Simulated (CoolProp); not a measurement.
A simple Rankine cycle with vinyl chloride: condensing at 318.15 K, boiler at 1.58 MPa, turbine inlet 368.9 K, turbine efficiency 0.8, pump efficiency 0.7, no recuperator. Each further row changes one setting.

Computed with CoolProp (reference Helmholtz-energy equation of state, Thol 2022).

| case | thermal efficiency (%) | net work (kJ/kg) | heat in (kJ/kg) | turbine exit temperature (K) | volume ratio over the turbine |
|---|---|---|---|---|---|
| as stated | 7.3 | 24.8 | 338 | 327.8 | 2.21 |
| turbine inlet 388.9 K | 7.5 | 27.2 | 362 | 348.6 | 2.19 |
| condensing temperature 310.15 K | 8.9 | 31.0 | 350 | 318.4 | 2.69 |
| boiler pressure 1.11 MPa | 4.5 | 15.6 | 348 | 346.4 | 1.56 |
| turbine efficiency 0.7 | 6.4 | 21.5 | 338 | 331.0 | 2.24 |
